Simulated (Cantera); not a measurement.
A closed system holds: 1 mol SiHCl3, 17 mol N2, held at 3.90 Torr.

These are equilibrium values from Cantera (NASA tables, ideal gas, pure condensed phases), not measurements of a reactor. Candidate condensed phases: NH4Cl, Si, Si3N4; 28 gas species. N2 is the only nitrogen source here; it is nearly inert below about 1500 K, so the nitride shown seldom forms there in practice. The numbers say what is thermodynamically allowed, not how fast it happens.

What share of the Si ends up in condensed phases as a function of T (K), at 1223, 1248, 1273, 1298, 1323, 1348, 1373, 1398, 1423, 1448?


```json
[
 {"T (K)": "1223", "Si condensed (%)": "45.6", "as": "Si3N4(s)"},
 {"T (K)": "1248", "Si condensed (%)": "44.5", "as": "Si3N4(s)"},
 {"T (K)": "1273", "Si condensed (%)": "42.8", "as": "Si3N4(s)"},
 {"T (K)": "1298", "Si condensed (%)": "40.4", "as": "Si3N4(s)"},
 {"T (K)": "1323", "Si condensed (%)": "37.1", "as": "Si3N4(s)"},
 {"T (K)": "1348", "Si condensed (%)": "32.6", "as": "Si3N4(s)"},
 {"T (K)": "1373", "Si condensed (%)": "27.2", "as": "Si3N4(s)"},
 {"T (K)": "1398", "Si condensed (%)": "20.9", "as": "Si3N4(s)"},
 {"T (K)": "1423", "Si condensed (%)": "14.3", "as": "Si3N4(s)"},
 {"T (K)": "1448", "Si condensed (%)": "8.0", "as": "Si3N4(s)"}
]
```
